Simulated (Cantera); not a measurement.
Input: 1 mol B₂H₆, 6.4 mol NH₃, 120 mol H₂, equilibrated at 1598.15 K and 133 Pa.

Equilibrium computed with Cantera from the NASA thermochemical tables; the gas is ideal and each condensed phase is pure. Candidate condensed phases: B, BN; 15 gas species. The feed counts by its element totals alone. Equilibrium is a limit: real reactors are often held back by kinetics, nucleation or transport.

Base state: H₂ 0.982, N₂ 0.0163, H 0.00145 (mole fractions); condensed: BN(s).

Question: What changes in the equilibrium state with this change: B₂H₆ replaced by BF₃?

Answer: 
| species | before | after |
|---|---|---|
| H₂ | 0.982 | 0.960 |
| N₂ | 0.0163 | 0.0235 |
| HF | 0 | 0.00820 |
| BF₃ | 0 | 0.00260 |
| BF | 0 | 0.00212 |
| BF₂ | 0 | 0.00168 |
| BHF₂ | 0 | 0.000424 |
| H | 0.00145 | 0.00143 |
| BN(s), mol | 2.00 | 0.0827 |
The tables' values for BF₂ are old estimates; treat these amounts as uncertain.

Question: What changes in the equilibrium state with this change: NH₃ from 6.4 to 4.7 mol?

Answer: 
```csv
species,before,after
H₂,0.982,0.988
N₂,0.0163,0.0103
H,0.00145,0.00145
"BN(s), mol",2.00,2.00
```
